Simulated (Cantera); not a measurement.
Cantera run:

```python
import numpy as np
import cantera as ct

gas_names = """
    H HO2 H2 H2O H2O2 H2S H2SO4 O OH O2 O3 S SH SO SO2 SO3 S2 S2O S8
""".split()
cond_names = """
    H2O(s) H2O(L) H2SO4(L) S(cr1) S(cr2) S(L)
""".split()


def load(file, names, dense=False):
    # The tables refer to 1 bar. Condensed volumes are neglected.
    table = {s.name: s for s in ct.Species.list_from_file(file)}
    out = []
    for n in names:
        d = dict(table[n].input_data)
        d["thermo"] = dict(d["thermo"], **{"reference-pressure": 1e5})
        if dense:
            d["equation-of-state"] = {"model": "constant-volume", "density": "1e6 g/cm^3"}
        out.append(ct.Species.from_dict(d))
    return out


gas = ct.Solution(thermo="ideal-gas", species=load("nasa_gas.yaml", gas_names))
cond = {s.name: ct.Solution(thermo="fixed-stoichiometry", species=[s], name=s.name)
        for s in load("nasa_condensed.yaml", cond_names, dense=True)}
atoms = {
    'SO2': {'S': 1, 'O': 2},
    'H2O': {'H': 2, 'O': 1},
}
top_T = {}  # K; cautious upper limits of use, not melting points


def equilibrate(T, P, feed):
    n = {}
    for name, mol in feed.items():
        for a, k in atoms[name].items():
            n[a] = n.get(a, 0.0) + k * mol
    gas.TPX = T, P, n
    mass = sum(n.values()) * gas.mean_molecular_weight
    gas.equilibrate("TP")
    valid = [c for c in cond.values() if c.min_temp <= T <= top_T.get(c.name, c.max_temp)]
    mix = ct.Mixture([(gas, mass / gas.mean_molecular_weight)] + [(c, 0.0) for c in valid])
    mix.T, mix.P = T, P
    mix.equilibrate("TP", solver="vcs", rtol=1e-11, max_steps=5000)
    return mix


results = []
feed = {'SO2': 1, 'H2O': 2.8}  # mol
P = 101325  # Pa
for T in [2100, 2200, 2300, 2400, 2500, 2600, 2700]:
    mix = equilibrate(T, P, feed)
    results.append((T, P, feed, dict(zip(mix.species_names, mix.species_moles))))

top = {s: max(r[3][s] / sum(r[3][g] for g in gas_names) for r in results) for s in gas_names}
cols = sorted((s for s in top if top[s] > 0.0001), key=lambda s: -top[s])[:9]
seen = [c for c in cond_names if any(r[3].get(c, 0) > 1e-12 for r in results)]
print("log10 of partial pressures in bar; condensed amounts in mol")
print(f"{'T/K':>10s}" + "".join(f"{s[:9]:>10s}" for s in cols + seen))
for T, P, feed, n in results:
    ng = sum(n[g] for g in gas_names)
    print(f"{T:10.4g}" + "".join(f"{np.log10(max(n[s] / ng * P / 1e5, 1e-99)):10.3f}" for s in cols)
          + "".join(f"{n.get(c, 0):10.4g}" for c in seen))
```

Output:

```
log10 of partial pressures in bar; condensed amounts in mol
       T/K       H2O       SO2        H2        OH        O2        SO         H         O         S
      2100    -0.135    -0.579    -2.140    -2.495    -2.444    -2.811    -3.576    -4.079    -5.547
      2200    -0.139    -0.582    -1.955    -2.266    -2.253    -2.568    -3.227    -3.695    -5.086
      2300    -0.146    -0.588    -1.788    -2.058    -2.081    -2.349    -2.908    -3.344    -4.666
      2400    -0.155    -0.595    -1.638    -1.870    -1.924    -2.150    -2.617    -3.024    -4.283
      2500    -0.167    -0.606    -1.502    -1.699    -1.782    -1.970    -2.351    -2.730    -3.932
      2600    -0.184    -0.622    -1.381    -1.545    -1.654    -1.807    -2.106    -2.460    -3.610
      2700    -0.206    -0.642    -1.273    -1.407    -1.539    -1.661    -1.882    -2.212    -3.314
```

Method: chemical equilibrium by Gibbs-energy minimisation in Cantera with the NASA 1993 tables (ideal gas, pure condensed phases).
